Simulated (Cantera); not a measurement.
Thermodynamics of hydrogen reduction and annealing atmospheres, feed PbS + H2 + N2

Charge: 1 mol PbS, 5.8 mol H2, 0.61 mol N2, equilibrated at 135 Torr.

Cantera equilibrium calculation (NASA polynomials, part measured and part estimated; ideal gas, pure solids and liquids). Candidate condensed phases: Pb, PbS, S; 18 gas species. Mutual solubility and eutectic melting of coexisting phases are not modelled. Gases not in the tables: S3 to S7. Equilibrium is a limit: real reactors are often held back by kinetics, nucleation or transport.

From 873 K to 1173 K the condensed part is Pb(l) + PbS(s). At 1273 K the condensed part is Pb(l). From 1373 K to 2173 K nothing is condensed. The main Pb-bearing gas is PbS at 873 K and Pb at 2173 K.

```tsv
T (K)	log p H2	log p PbS	log p N2	log p Pb	log p H2S	log p S2	log p SH	n Pb(l)	n PbS(s)
873	-0.79	-5.73	-1.77	-6.20	-3.11	-10.28	-9.19	0.0273	0.973
973	-0.79	-4.37	-1.77	-5.06	-2.66	-8.26	-7.72	0.0773	0.921
1073	-0.80	-3.28	-1.77	-4.14	-2.30	-6.63	-6.54	0.175	0.804
1173	-0.83	-2.38	-1.78	-3.37	-2.03	-5.28	-5.57	0.327	0.506
1273	-0.86	-1.81	-1.81	-2.74	-2.00	-4.52	-4.94	0.324	0
1373	-0.87	-1.72	-1.83	-2.26	-2.27	-4.51	-4.72	0	0
1473	-0.87	-1.74	-1.83	-2.22	-2.24	-3.97	-4.26	0	0
1573	-0.87	-1.76	-1.83	-2.17	-2.22	-3.52	-3.87	0	0
1673	-0.87	-1.78	-1.83	-2.11	-2.22	-3.16	-3.54	0	0
1773	-0.87	-1.82	-1.83	-2.05	-2.24	-2.89	-3.27	0	0
1873	-0.88	-1.86	-1.84	-1.99	-2.29	-2.69	-3.06	0	0
1973	-0.88	-1.92	-1.84	-1.93	-2.35	-2.54	-2.88	0	0
2073	-0.88	-1.99	-1.84	-1.88	-2.41	-2.44	-2.74	0	0
2173	-0.89	-2.06	-1.85	-1.83	-2.49	-2.37	-2.62	0	0
```
log p: log10 of the partial pressure in bar; n: condensed amount in mol.
